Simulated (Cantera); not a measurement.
Adiabatic ignition

An adiabatic, constant-pressure homogeneous reactor starts with 6.45 % CH4, 0.710 % C2H6, 0.497 % C3H8, 14.9 % O2, 77.4 % N2, equivalence ratio 1.2, at 1775 K and 340000 Pa.

Detailed kinetics in Cantera: GRI-Mech 3.0 (53 species, 325 reactions).

```csv
t (s),T (K),x CH4,x C2H6,x C3H8,x O,x NO
1.00e-6,1767,0.0641,0.00665,0.00436,8.73e-6,1.42e-11
3.98e-6,1766,0.0605,0.00542,0.00248,2.47e-5,6.36e-10
1.58e-5,2504,8.04e-5,5.38e-9,<1e-12,0.00534,2.91e-5
6.31e-5,2809,<1e-12,<1e-12,<1e-12,0.00376,0.000709
0.000251,2853,<1e-12,<1e-12,<1e-12,0.00274,0.00275
0.00100,2844,<1e-12,<1e-12,<1e-12,0.00251,0.00551
0.00398,2843,<1e-12,<1e-12,<1e-12,0.00248,0.00582
0.0158,2843,<1e-12,<1e-12,<1e-12,0.00248,0.00582
0.0631,2843,<1e-12,<1e-12,<1e-12,0.00248,0.00582
0.251,2843,<1e-12,<1e-12,<1e-12,0.00248,0.00582
1.00,2843,<1e-12,<1e-12,<1e-12,0.00248,0.00582
```
x: mole fraction; the columns are a selection and need not sum to one.

- time of steepest temperature rise = 15.2 µs
- temperature at 1.00 s = 2843 K
- equilibrium temperature = 2843 K
- x(CH4) at 1.00 s = <1e-12 (gas-phase equilibrium <1e-12)
- x(C2H6) at 1.00 s = <1e-12 (gas-phase equilibrium <1e-12)
- x(C3H8) at 1.00 s = <1e-12 (gas-phase equilibrium <1e-12)
